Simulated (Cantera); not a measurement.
A Cantera script and its output.

```python
import numpy as np
import cantera as ct

gas = ct.Solution("gri30.yaml")


def delay(T, t_max=10):
    gas.TPX = T, 980000, {'H2': 1, 'O2': 0.263, 'N2': 1.08, 'NO': 0.0033}
    reactor = ct.IdealGasReactor(gas, clone=False)
    net = ct.ReactorNet([reactor])
    net.rtol, net.atol = 1e-8, 1e-16
    while net.time < t_max:
        t_old, T_old = net.time, reactor.T
        net.step()
        if reactor.T > T + 400:  # ignition: a rise of 400 K
            return t_old + (T + 400 - T_old) / (reactor.T - T_old) * (net.time - t_old)
    return np.nan


taus = []
for T in [1048, 1148, 1248, 1348, 1448, 1548, 1648]:
    taus.append(delay(T))
    print(f"T0 = {T:6g} K   tau = {taus[-1]:.4e} s")
```

It prints:

```
T0 =   1048 K   tau = 1.5376e-04 s
T0 =   1148 K   tau = 3.5688e-05 s
T0 =   1248 K   tau = 8.8214e-06 s
T0 =   1348 K   tau = 3.4747e-06 s
T0 =   1448 K   tau = 1.9775e-06 s
T0 =   1548 K   tau = 1.3292e-06 s
T0 =   1648 K   tau = 9.7831e-07 s
```

Cantera simulation using GRI-Mech 3.0 (53 species, 325 reactions); the numbers are that mechanism's predictions, not measurements. The hydrogen kinetics of GRI-Mech 3.0 are dated; newer H2 mechanisms differ, most at raised pressure. The mechanism lacks 2 NO + O2 → 2 NO2 and HONO, so NO2 and the effect of NO are under-described below about 1400 K.
